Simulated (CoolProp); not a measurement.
Values from CoolProp's reference Helmholtz-energy equation of state, Gao 2022.

Problem. For n-perfluorobutane, give the phase and the density (kg/m³), speed of sound (m/s), fugacity coefficient at 391 K and 0.763 MPa; 414 K and 0.763 MPa; 437.1 K and 0.763 MPa.

Solution. 
- 391 K and 0.763 MPa: gas; density 62.9, speed of sound 107, fugacity coefficient 0.899
- 414 K and 0.763 MPa: gas; density 57.9, speed of sound 112, fugacity coefficient 0.918
- 437.1 K and 0.763 MPa: gas; density 53.8, speed of sound 118, fugacity coefficient 0.933
